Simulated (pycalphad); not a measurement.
Effect of Si content in Al-Si

CALPHAD calculation (pycalphad, COST 507 light-alloy database (1999)), 1 atm. These are 1990s assessments: newer ones move some temperatures and phases. Phase fractions are per mole of atoms.

Question: One of these alloys has its liquidus at 650 °C, its solidus at 577 °C, and holds FCC_A1 0.99, DIAMOND_A4 0.01 at 457 °C. Which?
A. Al-4.987Si (wt.%)
B. Al-1.664Si (wt.%)
C. Al-0.8324Si (wt.%)
D. Al-6.644Si (wt.%)
E. Al-3.327Si (wt.%)

Answer: B, Al-1.664Si (wt.%). The others: Al-0.8324Si (wt.%), liquidus 655, solidus 614; Al-3.327Si (wt.%), liquidus 640, solidus 577; Al-4.987Si (wt.%), liquidus 630, solidus 577; Al-6.644Si (wt.%), liquidus 619, solidus 577

FCC_A1 is fcc; DIAMOND_A4 is diamond (Si).
